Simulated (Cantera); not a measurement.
Cantera run, input and output.

```python
import numpy as np
import cantera as ct

gas = ct.Solution("gri30.yaml")
gas.TPX = 475, 620000, {'CO': 1, 'H2': 0.56, 'CH4': 0.57, 'O2': 2.87, 'N2': 10.8}
inlet = ct.Reservoir(gas, clone=True)
gas.equilibrate("HP")  # start burning
reactor = ct.IdealGasConstPressureReactor(gas, energy="on", clone=False)
exhaust = ct.Reservoir(gas, clone=True)
tau = [0.26, 0.091, 0.032, 0.011, 0.004, 0.0014, 0.0005, 0.00018, 6.2e-05, 2.2e-05][0]
for a, b in ((inlet, reactor), (reactor, exhaust)):
    ct.MassFlowController(a, b, mdot=lambda t: reactor.mass / tau)
net = ct.ReactorNet([reactor])
show = ['CO', 'H2', 'CH4', 'HO2', 'CH2CO', 'C2H2']

rows = []
print(f"{'tau/s':>10s}{'T/K':>9s}" + "".join(f"{s:>11s}" for s in show))
for tau in [0.26, 0.091, 0.032, 0.011, 0.004, 0.0014, 0.0005, 0.00018, 6.2e-05, 2.2e-05]:
    net.initial_time = 0.0
    net.advance(30 * tau)
    before = gas.X
    net.advance(40 * tau)
    drift = np.max(np.abs(gas.X - before) / (gas.X + 1e-9))
    rows.append([gas.T, *gas[show].X, drift])
    print(f"{tau:10.3e}{gas.T:9.1f}" + "".join(f"{x:11.3e}" for x in gas[show].X))
```

Result:

```
     tau/s      T/K         CO         H2        CH4        HO2      CH2CO       C2H2
 2.600e-01   2036.9  3.327e-04  7.299e-05  3.759e-07  2.257e-06  9.878e-12  3.383e-12
 9.100e-02   2037.5  3.900e-04  8.039e-05  1.026e-06  2.351e-06  3.607e-11  2.393e-11
 3.200e-02   2036.4  5.346e-04  9.900e-05  2.659e-06  2.572e-06  1.534e-10  1.425e-10
 1.100e-02   2032.6  8.909e-04  1.459e-04  6.419e-06  3.166e-06  7.142e-10  6.400e-10
 4.000e-03   2024.5  1.616e-03  2.436e-04  1.348e-05  4.552e-06  2.832e-09  1.847e-09
 1.400e-03   2008.5  3.114e-03  4.460e-04  2.759e-05  7.788e-06  1.041e-08  4.162e-09
 5.000e-04   1979.5  5.917e-03  8.149e-04  5.547e-05  1.452e-05  3.348e-08  7.884e-09
 1.800e-04   1928.8  1.104e-02  1.441e-03  1.165e-04  2.829e-05  1.001e-07  1.430e-08
 6.200e-05   1832.5  2.140e-02  2.509e-03  2.984e-04  5.995e-05  3.439e-07  3.106e-08
 2.200e-05    475.0  6.329e-02  3.544e-02  3.608e-02  4.227e-18  2.761e-19  1.358e-20
```

Detailed kinetics in Cantera: GRI-Mech 3.0 (53 species, 325 reactions).
